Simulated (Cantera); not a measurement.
Cantera run:

```python
import numpy as np
import cantera as ct

gas_names = """
    Fe H H2 H2S S SH S2 S8
""".split()
cond_names = """
    Fe(a) Fe(c) Fe(d) Fe(L) FeS(a) FeS(b) FeS(c) FeS(L) FeS2(s) S(cr1) S(cr2) S(L)
""".split()


def load(file, names, dense=False):
    # The tables refer to 1 bar. Condensed volumes are neglected.
    table = {s.name: s for s in ct.Species.list_from_file(file)}
    out = []
    for n in names:
        d = dict(table[n].input_data)
        d["thermo"] = dict(d["thermo"], **{"reference-pressure": 1e5})
        if dense:
            d["equation-of-state"] = {"model": "constant-volume", "density": "1e6 g/cm^3"}
        out.append(ct.Species.from_dict(d))
    return out


gas = ct.Solution(thermo="ideal-gas", species=load("nasa_gas.yaml", gas_names))
cond = {s.name: ct.Solution(thermo="fixed-stoichiometry", species=[s], name=s.name)
        for s in load("nasa_condensed.yaml", cond_names, dense=True)}
atoms = {
    'FeS': {'Fe': 1, 'S': 1},
    'H2': {'H': 2},
}
top_T = {'FeS2(s)': 1010}  # K; cautious upper limits of use, not melting points


def equilibrate(T, P, feed):
    n = {}
    for name, mol in feed.items():
        for a, k in atoms[name].items():
            n[a] = n.get(a, 0.0) + k * mol
    gas.TPX = T, P, n
    mass = sum(n.values()) * gas.mean_molecular_weight
    gas.equilibrate("TP")
    valid = [c for c in cond.values() if c.min_temp <= T <= top_T.get(c.name, c.max_temp)]
    mix = ct.Mixture([(gas, mass / gas.mean_molecular_weight)] + [(c, 0.0) for c in valid])
    mix.T, mix.P = T, P
    mix.equilibrate("TP", solver="vcs", rtol=1e-11, max_steps=5000)
    return mix


results = []
feed = {'FeS': 1, 'H2': 2.3}  # mol
T = 1550  # K
P = 17  # Pa
mix = equilibrate(T, P, feed)
results.append((T, P, feed, dict(zip(mix.species_names, mix.species_moles))))
print(gas.report(threshold=1e-06))
for i in range(1, mix.n_phases):
    print(f"{mix.phase(i).name:16s} {mix.phase_moles(i):12.5e} mol")
```

It prints:

```
       temperature   1550 K
          pressure   17 Pa
           density   1.7496e-05 kg/m^3
  mean mol. weight   13.264 kg/kmol
   phase of matter   gas

                          1 kg             1 kmol
                     ---------------   ---------------
          enthalpy        4.8173e+06        6.3894e+07  J
   internal energy        3.8456e+06        5.1006e+07  J
           entropy             20882        2.7697e+05  J/K
    Gibbs function        -2.755e+07       -3.6541e+08  J
 heat capacity c_p            2549.8             33820  J/K
 heat capacity c_v            1922.9             25505  J/K

                      mass frac. Y      mole frac. X     chem. pot. / RT
                     ---------------   ---------------   ---------------
                Fe          0.010381         0.0024655           -6.6226
                 H        0.00016477         0.0021681           -13.797
                H2           0.12245           0.80561           -27.595
               H2S           0.03178           0.01237           -43.352
                 S         0.0054212         0.0022428           -15.757
                SH          0.017999         0.0072194           -29.555
                S2            0.8118           0.16793           -31.515
     [   +1 minor]        8.7573e-24        4.5287e-25

Fe(c)             9.93107e-01 mol
FeS(L)            0.00000e+00 mol
S(L)              0.00000e+00 mol
```

Method: chemical equilibrium by Gibbs-energy minimisation in Cantera with the NASA 1993 tables (ideal gas, pure condensed phases).
